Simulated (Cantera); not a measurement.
Input: 1 mol CH3SiH3, 1600 mol H2, at 927 °C.

Equilibrium computed with Cantera from the NASA thermochemical tables; the gas is ideal and each condensed phase is pure. Candidate condensed phases: C, C6H6, C7H8, C8H18, Si, SiC; 87 gas species. The feed counts by its element totals alone. Mutual solubility and eutectic melting of coexisting phases are not modelled. Kinetics and transport are ignored.

x: gas mole fraction; n: condensed amount in mol.

| P (Pa) | x H2 | x CH4 | x H | x SiH4 | x SiH2 | x Si | n SiC(s) | n Si(s) |
|---|---|---|---|---|---|---|---|---|
| 100 | 1.000 | 2.66e-8 | 6.24e-6 | ___ | 1.19e-8 | 1.39e-9 | 1.000 | 0 |
| 320 | 1.000 | 8.52e-8 | 3.49e-6 | ___ | 1.19e-8 | 4.34e-10 | 1.000 | 0.000113 |
| 1000 | 1.000 | 2.66e-7 | 1.97e-6 | ___ | 1.19e-8 | 1.39e-10 | 1.000 | 0.000397 |
| 3200 | 1.000 | 8.52e-7 | 1.10e-6 | ___ | 1.19e-8 | 4.34e-11 | 0.999 | 0.00131 |
| 10000 | 1.000 | 2.66e-6 | 6.24e-7 | ___ | 1.19e-8 | 1.39e-11 | 0.996 | 0.00414 |
| 32000 | 1.000 | 8.52e-6 | 3.49e-7 | ___ | 1.19e-8 | 4.34e-12 | 0.986 | 0.0133 |
| 100000 | 1.000 | 2.66e-5 | 1.97e-7 | ___ | 1.19e-8 | 1.39e-12 | 0.957 | 0.0416 |

Task: Complete the blanks.

Result: 
- 100, x SiH4: 6.50e-10
- 320, x SiH4: 2.08e-9
- 1000, x SiH4: 6.50e-9
- 3200, x SiH4: 2.08e-8
- 10000, x SiH4: 6.50e-8
- 32000, x SiH4: 2.08e-7
- 100000, x SiH4: 6.50e-7
